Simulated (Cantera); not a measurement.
# Adiabatic ignition

An adiabatic, constant-pressure homogeneous reactor starts with 6.41 % CH₄, 18.6 % O₂, 69.9 % N₂, 5.13 % H₂O, equivalence ratio 0.69, at 1448 K and 95000 Pa.

Model: GRI-Mech 3.0 (53 species, 325 reactions), integrated in Cantera.

```
t (s)     T (K)   x CH₄    x O₂   x H₂O   x C₂H     x N₂O
--------  -----  ------  ------  ------  ------  --------
5.00e-6    1448  0.0641   0.186  0.0513  <1e-12    <1e-12
1.19e-5    1448  0.0641   0.186  0.0513  <1e-12    <1e-12
2.82e-5    1448  0.0641   0.186  0.0513  <1e-12  2.34e-12
6.68e-5    1448  0.0641   0.186  0.0513  <1e-12  1.13e-11
0.000159   1448  0.0641   0.186  0.0513  <1e-12  5.23e-11
0.000377   1448  0.0640   0.186  0.0513  <1e-12  2.02e-10
0.000894   1451  0.0633   0.185  0.0518  <1e-12  8.78e-10
0.00212    2339  <1e-12  0.0619   0.151  <1e-12   2.53e-7
0.00503    2523  <1e-12  0.0576   0.164  <1e-12   5.03e-7
0.0119     2518  <1e-12  0.0556   0.164  <1e-12   5.21e-7
0.0284     2513  <1e-12  0.0539   0.164  <1e-12   5.51e-7
0.0673     2512  <1e-12  0.0535   0.165  <1e-12   5.58e-7
0.160      2512  <1e-12  0.0535   0.165  <1e-12   5.58e-7
0.379      2512  <1e-12  0.0535   0.165  <1e-12   5.58e-7
0.900      2512  <1e-12  0.0535   0.165  <1e-12   5.58e-7
```
x: mole fraction; the columns are a selection and need not sum to one.

```json
{
  "time_of_steepest_temperature_rise": "2.02 ms",
  "temperature at 0.900 s": "2512 K",
  "equilibrium_temperature": "2512 K",
  "x(CH₄) at 0.900 s": "<1e-12 (gas-phase equilibrium <1e-12)",
  "x(O₂) at 0.900 s": "0.0535 (gas-phase equilibrium 0.0535)",
  "x(H₂O) at 0.900 s": "0.165 (gas-phase equilibrium 0.165)"
}
```
